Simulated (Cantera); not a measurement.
A freely propagating, adiabatic, planar premixed flame of C3H8 : O2 : N2 : CO2 = 1 : 4.55 : 16.4 : 1.8 (molar parts), equivalence ratio 1.1, unburnt at 373 K and 255 Torr; mixture-averaged transport, grid criteria slope 0.08 and curve 0.16, no radiation.

Computed with Cantera and GRI-Mech 3.0 (53 species, 325 reactions). GRI-Mech 3.0 was tuned for natural gas; its chemistry of propane as a main component is partial and can be far from experiment. Burning velocities carry a grid error of a few per cent, more on coarse grids.

**Question.** What does this change do: inlet temperature 373 to 450 K?

**Answer.** 
```tsv
quantity	before	after
laminar burning velocity	63.1 cm/s	85.6 cm/s
thermal thickness	0.955 mm	0.902 mm
peak x(H)	0.0109	0.0115
```

**Question.** What does this change do: 0.36 parts H2 added?

**Answer.** 
```json
[
 {"quantity": "laminar burning velocity", "before": "63.1 cm/s", "after": "67.2 cm/s"},
 {"quantity": "thermal thickness", "before": "0.955 mm", "after": "0.918 mm"},
 {"quantity": "peak x(H)", "before": "0.0109", "after": "0.0121"}
]
```

**Question.** What does this change do: inlet temperature 373 to 350 K?

**Answer.** 
```json
[
 {"quantity": "laminar burning velocity", "before": "63.1 cm/s", "after": "57.0 cm/s"},
 {"quantity": "thermal thickness", "before": "0.955 mm", "after": "0.972 mm"},
 {"quantity": "peak x(H)", "before": "0.0109", "after": "0.0107"}
]
```
